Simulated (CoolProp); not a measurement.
A single-stage vapour-compression cycle with carbonyl sulfide: evaporating at 197.15 K (dew point), condensing at 255.15 K (bubble point), superheat 2 K, subcooling 0 K, compressor efficiency 0.6, no pressure losses. Each further row changes one setting.

The numbers come from the reference Helmholtz-energy equation of state, Lemmon 2006 in CoolProp. It is a short technical equation, of lower accuracy than the large ones.

| case | cooling COP | pressure ratio | discharge temperature (K) | refrigerating effect (kJ/kg) | volumetric capacity (kJ/m³) |
|---|---|---|---|---|---|
| as stated | 1.58 | 14.3 | 434.3 | 258 | 242 |
| evaporating temperature 202.15 K | 1.82 | … | … | 260 | 322 |
| condensing temperature 250.15 K | 1.77 | 12.0 | 416.5 | 264 | 247 |
| subcooling 5 K | 1.62 | 14.3 | 434.3 | 264 | 247 |
| superheat 12 K | 1.55 | 14.3 | 451.4 | 264 | 235 |
| compressor efficiency 0.5 | 1.32 | 14.3 | … | 258 | 242 |

What belongs in the gaps?


- evaporating temperature 202.15 K, pressure ratio: 10.6
- evaporating temperature 202.15 K, discharge temperature (K): 412.2
- compressor efficiency 0.5, discharge temperature (K): 474.9
